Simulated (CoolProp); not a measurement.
Vapour-liquid equilibrium of n-octane (1) + m-xylene (2) at 401 K; x and y are mole fractions of (1).

The numbers come from the multi-fluid Helmholtz-energy mixture model, Beckmüller 2019 and Zhou 2012; pair parameters Bell 2016 in CoolProp.

### Question
Give the bubble pressure and the first vapour's composition at x = 0.35, 0.425, 0.875. Is there an azeotrope?

### Answer
x = 0.35: 0.08796 MPa, y = 0.441; x = 0.425: 0.09056 MPa, y = 0.516; x = 0.875: 0.1043 MPa, y = 0.903. No azeotrope shows between x = 0.05 and 0.95.

Pair parameters are fitted to limited data, so mixtures are less certain than the pure fluids.
